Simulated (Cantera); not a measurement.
Charge: 1 mol HgO, 1.9 mol O2, 0.37 mol N2, equilibrated at 548.15 K and 19000 Pa.

Method: chemical equilibrium by Gibbs-energy minimisation in Cantera with the NASA 1993 tables (ideal gas, pure condensed phases). Candidate condensed phases: Hg, HgO; 10 gas species. Kinetics and transport are ignored.

Base state: O2 0.835, N2 0.162, Hg 0.00227 (mole fractions); condensed: HgO(s).

What changes in the equilibrium state with this change: temperature from 548.15 K to 525 K?


```csv
species,before,after
O2,0.835,0.837
N2,0.162,0.163
Hg,0.00227,0.000536
"HgO(s), mol",0.995,0.999
```
